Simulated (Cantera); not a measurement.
A freely propagating, adiabatic, planar premixed flame of 27.2 % H₂, 12.5 % O₂, 60.2 % N₂, unburnt at 498 K and 1.00 atm; mixture-averaged transport, grid criteria slope 0.08 and curve 0.16, no radiation.

Cantera simulation using the H2/O2 subset of GRI-Mech 3.0, which has no nitrogen chemistry; the numbers are that mechanism's predictions, not measurements. Burning velocities carry a grid error of a few per cent, more on coarse grids.

Problem. Predict: laminar burning velocity; thermal thickness; peak x(H); peak x(HO₂); peak x(H₂O₂).

Solution. 
```
Quantity                     Value
------------------------  --------
laminar burning velocity  442 cm/s
thermal thickness         0.456 mm
peak x(H)                   0.0472
peak x(HO₂)               0.000328
peak x(H₂O₂)               3.21e-5
```
